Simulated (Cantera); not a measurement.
Input: 1 mol HgO, a varied amount of N2, held at 0.133 bar.

Cantera equilibrium calculation (NASA polynomials, part measured and part estimated; ideal gas, pure solids and liquids). Candidate condensed phases: Hg, HgO; 10 gas species. Rates play no part.

Stable condensed phases, one row left out:

```
T in °C \ n(N2) in mol
         0.58  2.3  4.1  5.8  7.6  9.3   11   13
    600     A    A    A    A    A    A    A    A
    575     A    A    A    A    A    A    A    A
    550     A    A    A    A    A    A    A    A
    525     A    A    A    A    A    A    A    A
    500     A    A    A    A    A    A    A    A
    475     A    A    A    A    A    A    A    A
    450     A    A    A    A    A    A    A    A
    425     A    A    A    A    A    A    A    A
    400     A    A    A    A    A    A    A    A
    375     A    A    A    A    A    A    A    A
    350     B    A    A    A    A    A    A    A
    325     B    B    A    A    A    A    A    A
    275     B    B    B    B    B    B    B    B
```

A: gas only; B: HgO.

Task: Give the row for 300 °C.

Result: 0.58: HgO; 2.3: HgO; 4.1: HgO; 5.8: HgO; 7.6: HgO; 9.3: HgO; 11: HgO; 13: gas only.
